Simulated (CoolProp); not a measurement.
Properties of R1233zd(E) along the isotherm 176.85 °C.

Model: reference Helmholtz-energy equation of state, Akasaka 2022, in CoolProp.

```csv
p (MPa),phase,density (kg/m³),expansivity (1/kK)
0.138,gas,4.875,2.322
0.276,gas,9.878,2.429
0.413,gas,14.98,[?]
0.551,gas,20.27,2.665
0.689,gas,25.71,[?]
0.827,gas,31.32,2.940
0.965,gas,37.11,[?]
1.1,gas,42.96,3.260
1.24,gas,49.24,3.446
1.38,gas,55.75,[?]
1.52,gas,62.52,3.876
1.65,gas,69.06,4.106
1.79,gas,[?],4.382
```

**Question.** Fill in the missing entries.

**Answer.** 
- 0.413, expansivity (1/kK): 2.542
- 0.689, expansivity (1/kK): 2.797
- 0.965, expansivity (1/kK): 3.095
- 1.38, expansivity (1/kK): 3.650
- 1.79, density (kg/m³): 76.40
